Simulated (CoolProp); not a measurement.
Vapour-liquid equilibrium of ethylbenzene (1) + o-xylene (2) at 0.9 kPa; x and y are mole fractions of (1).

The numbers come from the multi-fluid Helmholtz-energy mixture model, Zhou 2012 and Zhou 2012; pair parameters Bell 2016 in CoolProp.

| x | bubble temperature (°C) | y at the bubble point | dew temperature at overall composition x (°C) | liquid density (mol/L) |
|---|---|---|---|---|
| 0.05 | 24.7 | 0.071 | 24.8 | 8.245 |
| 0.2 | 23.6 | 0.269 | 24.0 | 8.232 |
| 0.35 | 22.5 | 0.444 | 23.1 | 8.219 |
| 0.5 | 21.5 | 0.595 | 22.1 | 8.207 |
| 0.65 | 20.6 | 0.728 | 21.1 | 8.195 |
| 0.8 | 19.9 | 0.847 | 20.2 | 8.185 |
| 0.95 | 19.2 | 0.962 | 19.3 | 8.176 |

No azeotrope shows between x = 0.05 and 0.95.

The pair parameters rest on a limited set of measurements; away from them the model extrapolates.
